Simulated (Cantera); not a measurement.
A Cantera script and what it prints.

```python
import numpy as np
import cantera as ct

gas_names = """
    CL CLO CL2 Fe FeCL FeCL2 FeCL3 FeO Fe(OH)2 Fe2CL4 Fe2CL6 H HCL HOCL HO2 H2 H2O H2O2 O OH O2 O3
""".split()
cond_names = """
    Fe(a) Fe(c) Fe(d) Fe(L) FeCL2(s) FeCL2(L) FeCL3(s) FeCL3(L) FeO(s) FeO(L) Fe(OH)2(s) Fe(OH)3(s)
    Fe2O3(s) Fe3O4(s) H2O(s) H2O(L)
""".split()


def load(file, names, dense=False):
    # The tables refer to 1 bar. Condensed volumes are neglected.
    table = {s.name: s for s in ct.Species.list_from_file(file)}
    out = []
    for n in names:
        d = dict(table[n].input_data)
        d["thermo"] = dict(d["thermo"], **{"reference-pressure": 1e5})
        if dense:
            d["equation-of-state"] = {"model": "constant-volume", "density": "1e6 g/cm^3"}
        out.append(ct.Species.from_dict(d))
    return out


gas = ct.Solution(thermo="ideal-gas", species=load("nasa_gas.yaml", gas_names))
cond = {s.name: ct.Solution(thermo="fixed-stoichiometry", species=[s], name=s.name)
        for s in load("nasa_condensed.yaml", cond_names, dense=True)}
atoms = {
    'Fe': {'Fe': 1},
    'HCl': {'H': 1, 'CL': 1},
    'O2': {'O': 2},
}
top_T = {'Fe2O3(s)': 1830, 'Fe3O4(s)': 1870}  # K; cautious upper limits of use, not melting points


def equilibrate(T, P, feed):
    n = {}
    for name, mol in feed.items():
        for a, k in atoms[name].items():
            n[a] = n.get(a, 0.0) + k * mol
    gas.TPX = T, P, n
    mass = sum(n.values()) * gas.mean_molecular_weight
    gas.equilibrate("TP")
    valid = [c for c in cond.values() if c.min_temp <= T <= top_T.get(c.name, c.max_temp)]
    mix = ct.Mixture([(gas, mass / gas.mean_molecular_weight)] + [(c, 0.0) for c in valid])
    mix.T, mix.P = T, P
    mix.equilibrate("TP", solver="vcs", rtol=1e-11, max_steps=5000)
    return mix


results = []
feed = {'Fe': 1, 'HCl': 0.014, 'O2': 0.014}  # mol
P = 13332.2  # Pa
for T in [1148, 1198, 1248, 1298, 1348, 1398, 1448, 1498, 1548, 1598, 1648, 1698]:
    mix = equilibrate(T, P, feed)
    results.append((T, P, feed, dict(zip(mix.species_names, mix.species_moles))))

top = {s: max(r[3][s] / sum(r[3][g] for g in gas_names) for r in results) for s in gas_names}
cols = sorted((s for s in top if top[s] > 0.0001), key=lambda s: -top[s])[:5]
seen = [c for c in cond_names if any(r[3].get(c, 0) > 1e-12 for r in results)]
print("log10 of partial pressures in bar; condensed amounts in mol")
print(f"{'T/K':>10s}" + "".join(f"{s[:9]:>10s}" for s in cols + seen))
for T, P, feed, n in results:
    ng = sum(n[g] for g in gas_names)
    print(f"{T:10.4g}" + "".join(f"{np.log10(max(n[s] / ng * P / 1e5, 1e-99)):10.3f}" for s in cols)
          + "".join(f"{n.get(c, 0):10.4g}" for c in seen))
```

It prints:

```
log10 of partial pressures in bar; condensed amounts in mol
       T/K       HCL     FeCL2        H2       H2O    Fe2CL4     Fe(a)     Fe(c)     Fe(d)    FeO(s)    FeO(L)
      1148    -1.235    -1.453    -1.514    -2.115    -2.809    0.9688         0         0    0.0272         0
      1198    -1.255    -1.427    -1.511    -2.070    -3.025         0    0.9688         0   0.02711         0
      1248    -1.274    -1.407    -1.508    -2.029    -3.232         0    0.9688         0   0.02702         0
      1298    -1.293    -1.391    -1.506    -1.992    -3.427         0    0.9687         0   0.02693         0
      1348    -1.312    -1.378    -1.503    -1.958    -3.611         0    0.9687         0   0.02685         0
      1398    -1.329    -1.367    -1.502    -1.928    -3.783         0    0.9687         0   0.02676         0
      1448    -1.345    -1.357    -1.500    -1.902    -3.945         0    0.9687         0   0.02668         0
      1498    -1.361    -1.349    -1.499    -1.878    -4.096         0    0.9687         0   0.02661         0
      1548    -1.376    -1.342    -1.498    -1.857    -4.238         0    0.9687         0   0.02654         0
      1598    -1.390    -1.335    -1.498    -1.838    -4.372         0    0.9687         0   0.02648         0
      1648    -1.403    -1.330    -1.498    -1.821    -4.498         0    0.9687         0   0.02641         0
      1698    -1.413    -1.326    -1.492    -1.821    -4.619         0         0    0.9686         0   0.02641
```

Equilibrium computed with Cantera from the NASA thermochemical tables; the gas is ideal and each condensed phase is pure. Mutual solubility and eutectic melting of coexisting phases are not modelled. The tables' stoichiometric FeO is somewhat more stable than real wüstite, so its field is too wide. FeO: taken at fixed stoichiometry.
